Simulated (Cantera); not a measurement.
Input (Python, Cantera):

```python
import numpy as np
import cantera as ct

gas = ct.Solution("gri30.yaml")
gas.TPX = 2175, 1333, {'CH4': 0.11, 'H2': 1, 'N2': 0.013}
reactor = ct.IdealGasConstPressureReactor(gas, energy="off", clone=False)
net = ct.ReactorNet([reactor])
net.rtol, net.atol = 1e-08, 1e-18
show = ['CH4', 'H2', 'H', 'C2H4', 'C2H6', 'CH2', 'C2H']
times = np.geomspace(5e-06, 90, 12)

steps = ct.SolutionArray(gas, extra=["t"])
rows = []
print(f"{'t/s':>10s}{'T/K':>9s}{'P/Pa':>11s}" + "".join(f"{s:>11s}" for s in show))
for t in times:
    while net.time < t:
        t_next = net.step()
        steps.append(gas.state, t=t_next)
    rows.append([np.interp(t, steps.t, y) for y in (steps.T, steps.P, *steps(*show).X.T)])
    print(f"{t:10.3e}{rows[-1][0]:9.1f}{rows[-1][1]:11.4g}" + "".join(f"{x:11.3e}" for x in rows[-1][2:]))
rate = np.gradient(steps.T, steps.t)
print("integrator steps:", len(steps.t))
if steps.T.max() > steps.T[0] + 200:
    print(f"time of steepest temperature rise: {steps.t[rate.argmax()]:.4e} s")
gas.TPX = 2175, 1333, {'CH4': 0.11, 'H2': 1, 'N2': 0.013}
gas.equilibrate("TP")
print(f"equilibrium (TP): T = {gas.T:.1f} K  " + "  ".join(f"{s} {gas[s].X[0]:.3e}" for s in show))
```

It prints:

```
       t/s      T/K       P/Pa        CH4         H2          H       C2H4       C2H6        CH2        C2H
 5.000e-06   2175.0       1333  9.791e-02  8.904e-01  2.888e-05  2.801e-11  7.412e-12  2.685e-10  3.446e-20
 2.283e-05   2175.0       1333  9.775e-02  8.904e-01  1.098e-04  7.027e-09  1.813e-09  1.112e-08  1.660e-16
 1.043e-04   2175.0       1333  9.700e-02  8.901e-01  4.484e-04  1.447e-06  1.839e-07  4.240e-07  8.468e-13
 4.761e-04   2175.0       1333  9.331e-02  8.890e-01  2.012e-03  1.283e-04  4.568e-06  8.950e-06  2.730e-09
 2.174e-03   2175.0       1333  6.723e-02  8.941e-01  7.756e-03  1.146e-03  1.965e-05  6.511e-05  2.052e-06
 9.927e-03   2175.0       1333  1.609e-02  9.222e-01  1.191e-02  1.369e-04  1.835e-06  4.953e-05  1.453e-05
 4.533e-02   2175.0       1333  1.262e-03  9.256e-01  1.883e-02  4.989e-06  1.763e-08  1.335e-05  2.839e-05
 2.070e-01   2175.0       1333  7.227e-05  9.157e-01  2.988e-02  1.951e-06  8.541e-11  2.085e-06  4.606e-05
 9.452e-01   2175.0       1333  1.432e-05  9.060e-01  3.989e-02  1.461e-06  4.585e-12  7.564e-07  6.187e-05
 4.316e+00   2175.0       1333  1.367e-05  9.054e-01  4.053e-02  1.437e-06  4.249e-12  7.465e-07  6.287e-05
 1.971e+01   2175.0       1333  1.367e-05  9.054e-01  4.053e-02  1.436e-06  4.250e-12  7.466e-07  6.282e-05
 9.000e+01   2175.0       1333  1.368e-05  9.054e-01  4.053e-02  1.431e-06  4.252e-12  7.469e-07  6.259e-05
integrator steps: 1530
equilibrium (TP): T = 2175.0 K  CH4 1.318e-05  H2 9.054e-01  H 4.053e-02  C2H4 1.266e-06  C2H6 3.926e-12  CH2 7.194e-07  C2H 5.538e-05
```

Detailed kinetics in Cantera: GRI-Mech 3.0 (53 species, 325 reactions). GRI-Mech 3.0 stops at C3 and has no aromatics, soot or wall deposition, so with more carbon than oxygen in the feed, carbon stays in small species such as C2H2 where larger ones or solid carbon would form. Radical loss at walls, strong at low pressure, is not modelled.
